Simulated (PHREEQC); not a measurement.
Leach liquor: an equilibrium model

Make-up at 20 °C: 0.081 mol H2SO4, 0.04 mol Al2(SO4)3 and 0.015 mol Na2SO4 per kg of water. Closed to the air; pH follows from the charge balance.

The numbers come from PHREEQC with the ion-association model, phreeqc.dat.

The pH is 1.21. The ionic strength comes out as 0.259 mol/kgw. The total alkalinity is -162 meq/kg.

```json
[
 {"species": "HSO4-", "molality": "0.0831", "activity": "0.0614", "log γ": "-0.131"},
 {"species": "H+", "molality": "0.0783", "activity": "0.0618", "log γ": "-0.103"},
 {"species": "AlSO4+", "molality": "0.0519", "activity": "0.0370", "log γ": "-0.147"},
 {"species": "SO4-2", "molality": "0.0424", "activity": "0.0114", "log γ": "-0.571"},
 {"species": "Na+", "molality": "0.0284", "activity": "0.0210", "log γ": "-0.132"},
 {"species": "Al(SO4)2-", "molality": "0.0182", "activity": "0.0130", "log γ": "-0.147"}
]
```

No solid was allowed to form.
